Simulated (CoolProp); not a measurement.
Vapour-liquid equilibrium of propylene (1) + R142b (2) at 306.6 K; x and y are mole fractions of (1).

Values from CoolProp's multi-fluid Helmholtz-energy mixture model, Lemmon 2013 and Lemmon 2006; pair parameters Bell 2016.

| x | bubble pressure, mixture model (bar) | bubble pressure, Raoult's law (bar) | y, mixture model | y, Raoult's law |
|---|---|---|---|---|
| 0.05 | 4.874 | 4.836 | 0.140 | 0.146 |
| 0.15 | (withheld) | 5.819 | 0.350 | 0.365 |
| 0.25 | (withheld) | 6.801 | 0.498 | 0.521 |
| 0.35 | 8.052 | 7.783 | (withheld) | 0.637 |
| 0.45 | 9.055 | 8.766 | 0.693 | 0.727 |
| 0.55 | (withheld) | 9.748 | 0.762 | 0.799 |
| 0.65 | 10.95 | 10.73 | (withheld) | 0.858 |
| 0.75 | 11.87 | 11.71 | (withheld) | 0.907 |
| 0.85 | (withheld) | 12.70 | 0.925 | 0.949 |
| 0.95 | (withheld) | 13.68 | 0.974 | 0.984 |

**Question.** Fill in the missing entries.

**Answer.** 
- 0.15, bubble pressure, mixture model (bar): 5.947
- 0.25, bubble pressure, mixture model (bar): 7.013
- 0.35, y, mixture model: 0.608
- 0.55, bubble pressure, mixture model (bar): 10.02
- 0.65, y, mixture model: 0.821
- 0.75, y, mixture model: 0.874
- 0.85, bubble pressure, mixture model (bar): 12.78
- 0.95, bubble pressure, mixture model (bar): 13.70

The largest gap from Raoult's law is +3.5 % in bubble pressure, at x = 0.35. No azeotrope shows between x = 0.05 and 0.95.

The pair parameters rest on a limited set of measurements; away from them the model extrapolates.
